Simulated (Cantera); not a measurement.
Feed: 1 mol Si3N4, 4 mol HCl, 39 mol N2, at 7.50 Torr.

Method: chemical equilibrium by Gibbs-energy minimisation in Cantera with the NASA 1993 tables (ideal gas, pure condensed phases). Candidate condensed phases: NH4Cl, Si, Si3N4; 28 gas species. The tables' values for SiCl3 are old estimates; treat these amounts as uncertain. The numbers say what is thermodynamically allowed, not how fast it happens.

Q: At 1127 °C, list the 5 most abundant gas species with their mole fractions, and the condensed phases.

A: N2 0.910, HCl 0.0651, H2 0.0138, SiCl2 0.00667, SiCl4 0.00215. Condensed: Si3N4(s).
